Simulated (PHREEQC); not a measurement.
Solution (20 °C): 2.7 mmol/kgw Cu(BF4)2 and 0.68 mmol/kgw NaCl. Closed to the air; pH follows from the charge balance.

Model: ion-association model, wateq4f.dat, run in PHREEQC.

| quantity | before | after |
|---|---|---|
| pH | 2.98 | 7.08 |
| ionic strength (mol/kgw) | 0.00980 | 0.000680 |
| SI of Halite (NaCl) | -8.00 | -7.93 |

Name the change that produced these shifts.
(A) Cu(BF4)2 left out
(B) Cu(BF4)2 from 0.0027 to 0.027 mol/kgw
(C) temperature from 20 to 65 °C
(D) NaCl from 0.00068 to 0.000612 mol/kgw
(E) NaCl from 0.00068 to 0.00034 mol/kgw

A, Cu(BF4)2 left out

Precipitation was switched off in this run. Real BF4- forms and hydrolyses slowly; the run takes it at equilibrium.
